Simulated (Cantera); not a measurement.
What does this Cantera script print?

```python
import numpy as np
import cantera as ct

gas_names = """
    AL ALH ALN ALO ALOH ALO2 ALO2H AL2 AL2O AL2O2 H HALO HNO HNO2 HNO3 HO2 H2 H2O H2O2 N NH NH2 NH3
    NH2OH NO NO2 NO3 N2 N2H2 N2H4 N2O O OH O2 O3
""".split()
cond_names = """
    AL(cr) AL(L) ALN(s) AL2O3(a) AL2O3(L) H2O(s) H2O(L)
""".split()


# ... load() reads the species with a 1 bar reference pressure and builds the phases ...
atoms = {
    'AlN': {'AL': 1, 'N': 1},
    'H2O': {'H': 2, 'O': 1},
}
top_T = {'ALN(s)': 2750}  # K; cautious upper limits of use, not melting points


# ... equilibrate(T, P, feed) seeds the gas with the atoms and calls Mixture.equilibrate('TP', solver="vcs", rtol=1e-11, max_steps=5000) ...
results = []
feed = {'AlN': 1, 'H2O': 0.15}  # mol
P = 120  # Pa
for T in [925, 1025, 1125, 1225, 1325, 1425, 1525, 1625, 1725, 1825]:
    mix = equilibrate(T, P, feed)
    results.append((T, P, feed, dict(zip(mix.species_names, mix.species_moles))))
    x = sorted(zip(gas.X, gas.species_names), reverse=True)
    print(f"T = {T:g} K  P = {P:g} Pa  gas = {mix.phase_moles(0):.4g} mol")
    print("   x: " + "  ".join(f"{s} {v:.3e}" for v, s in x if v > 0.001))
    print("   condensed (mol): " + ("  ".join(f"{mix.phase(i).name} {mix.phase_moles(i):.4g}"
          for i in range(1, mix.n_phases) if mix.phase_moles(i) > 1e-12) or "none"))
```

Output:

```
T = 925 K  P = 120 Pa  gas = 0.2 mol
   x: H2 7.500e-01  N2 2.500e-01
   condensed (mol): ALN(s) 0.9  AL2O3(a) 0.05
T = 1025 K  P = 120 Pa  gas = 0.2 mol
   x: H2 7.500e-01  N2 2.500e-01
   condensed (mol): ALN(s) 0.9  AL2O3(a) 0.05
T = 1125 K  P = 120 Pa  gas = 0.2 mol
   x: H2 7.500e-01  N2 2.500e-01
   condensed (mol): ALN(s) 0.9  AL2O3(a) 0.05
T = 1225 K  P = 120 Pa  gas = 0.2 mol
   x: H2 7.500e-01  N2 2.500e-01
   condensed (mol): ALN(s) 0.9  AL2O3(a) 0.05
T = 1325 K  P = 120 Pa  gas = 0.2 mol
   x: H2 7.500e-01  N2 2.500e-01
   condensed (mol): ALN(s) 0.9  AL2O3(a) 0.05
T = 1425 K  P = 120 Pa  gas = 0.2 mol
   x: H2 7.498e-01  N2 2.500e-01
   condensed (mol): ALN(s) 0.9  AL2O3(a) 0.05
T = 1525 K  P = 120 Pa  gas = 0.2001 mol
   x: H2 7.495e-01  N2 2.499e-01
   condensed (mol): ALN(s) 0.9  AL2O3(a) 0.05
T = 1625 K  P = 120 Pa  gas = 0.2002 mol
   x: H2 7.483e-01  N2 2.498e-01  H 1.762e-03
   condensed (mol): ALN(s) 0.9  AL2O3(a) 0.05
T = 1725 K  P = 120 Pa  gas = 0.2014 mol
   x: H2 7.425e-01  N2 2.499e-01  H 4.620e-03  AL 2.295e-03
   condensed (mol): ALN(s) 0.8994  AL2O3(a) 0.04996
T = 1825 K  P = 120 Pa  gas = 0.2144 mol
   x: H2 6.941e-01  N2 2.554e-01  AL 2.554e-02  AL2O 1.398e-02  H 1.059e-02
   condensed (mol): ALN(s) 0.8905  AL2O3(a) 0.049
```

Cantera equilibrium calculation (NASA polynomials, part measured and part estimated; ideal gas, pure solids and liquids). Mutual solubility and eutectic melting of coexisting phases are not modelled. The tables' values for AlOH are old estimates; treat these amounts as uncertain.
